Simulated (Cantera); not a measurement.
Input: 1 mol B₂O₃, 13 mol H₂, 0.23 mol N₂, equilibrated at 1975 K and 0.158 Torr.

Cantera equilibrium calculation (NASA polynomials, part measured and part estimated; ideal gas, pure solids and liquids). Candidate condensed phases: B, BN, B₂O₃, B₃O₃H₃, H₂O; 39 gas species. Kinetics and transport are ignored.

Base state: H₂ 0.782, H 0.0835, HBO₂ 0.0385, BO 0.0317, HBO 0.0200, B₂O₃ 0.0194, N₂ 0.0152, H₂O 0.00768 (mole fractions); condensed: gas only.

Task: What changes in the equilibrium state with this change: N₂ from 0.23 to 200 mol?

Result: 
```json
[
 {"species": "N₂", "before": "0.0152", "after": "0.923"},
 {"species": "H₂", "before": "0.782", "after": "0.0471"},
 {"species": "H", "before": "0.0835", "after": "0.0205"},
 {"species": "HBO", "before": "0.0200", "after": "0.000653"},
 {"species": "B₂O₃", "before": "0.0194", "after": "0.000737"},
 {"species": "HBO₂", "before": "0.0385", "after": "0.00269"},
 {"species": "BO", "before": "0.0317", "after": "0.00422"},
 {"species": "B₂O₂", "before": "0.00144", "after": "2.56e-5"},
 {"species": "H₂O", "before": "0.00768", "after": "0.000988"},
 {"species": "BO₂", "before": "0.000474", "after": "0.000135"}
]
```
